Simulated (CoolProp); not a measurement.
Vapour pressure (MPa) of n-decane: the reference equation beside estimates from Tc = 344.5 °C, pc = 2.101 MPa, ω = 0.488. Clausius-Clapeyron is anchored at 229.85 °C with a constant enthalpy of vaporisation of 33.57 kJ/mol.

Computed with CoolProp (reference Helmholtz-energy equation of state, Lemmon 2006). It is a short technical equation, of lower accuracy than the large ones.

```json
[
 {"T (°C)": "159.45", "reference": "0.06871", "Lee-Kesler": "0.06865", "Clausius-Clapeyron": "0.09413", "van der Waals": "0.4223", "Soave-Redlich-Kwong": "0.06862", "Peng-Robinson": "0.06917"},
 {"T (°C)": "177.05", "reference": "0.1091", "Lee-Kesler": "0.1095", "Clausius-Clapeyron": "0.1356", "van der Waals": "0.5159", "Soave-Redlich-Kwong": "0.1095", "Peng-Robinson": "0.1096"},
 {"T (°C)": "194.65", "reference": "0.1661", "Lee-Kesler": "0.1671", "Clausius-Clapeyron": "…", "van der Waals": "0.6221", "Soave-Redlich-Kwong": "0.1675", "Peng-Robinson": "0.1669"},
 {"T (°C)": "212.25", "reference": "0.2441", "Lee-Kesler": "0.2459", "Clausius-Clapeyron": "0.2598", "van der Waals": "0.7412", "Soave-Redlich-Kwong": "0.2472", "Peng-Robinson": "0.2453"},
 {"T (°C)": "229.85", "reference": "0.3476", "Lee-Kesler": "0.3502", "Clausius-Clapeyron": "0.3476", "van der Waals": "0.8740", "Soave-Redlich-Kwong": "0.3533", "Peng-Robinson": "0.3497"},
 {"T (°C)": "247.45", "reference": "0.4818", "Lee-Kesler": "0.4853", "Clausius-Clapeyron": "0.4559", "van der Waals": "…", "Soave-Redlich-Kwong": "…", "Peng-Robinson": "0.4855"},
 {"T (°C)": "265.05", "reference": "0.6525", "Lee-Kesler": "0.6567", "Clausius-Clapeyron": "0.5875", "van der Waals": "…", "Soave-Redlich-Kwong": "0.6668", "Peng-Robinson": "…"},
 {"T (°C)": "282.65", "reference": "…", "Lee-Kesler": "…", "Clausius-Clapeyron": "0.7451", "van der Waals": "1.358", "Soave-Redlich-Kwong": "0.8859", "Peng-Robinson": "0.8760"},
 {"T (°C)": "300.25", "reference": "1.131", "Lee-Kesler": "1.136", "Clausius-Clapeyron": "…", "van der Waals": "1.550", "Soave-Redlich-Kwong": "1.155", "Peng-Robinson": "1.144"}
]
```

Q: Fill in the missing entries.

A: 
- 194.65, Clausius-Clapeyron: 0.1900
- 247.45, van der Waals: 1.021
- 247.45, Soave-Redlich-Kwong: 0.4913
- 265.05, van der Waals: 1.182
- 265.05, Peng-Robinson: 0.6588
- 282.65, reference: 0.8662
- 282.65, Lee-Kesler: 0.8710
- 300.25, Clausius-Clapeyron: 0.9312

Absolute difference from the reference over all 9 rows, mean and median: Lee-Kesler 0.5 and 0.6 %, Clausius-Clapeyron 14.3 and 14.0 %, van der Waals 200.4 and 151.4 %, Soave-Redlich-Kwong 1.4 and 1.6 %, Peng-Robinson 0.7 and 0.7 %.
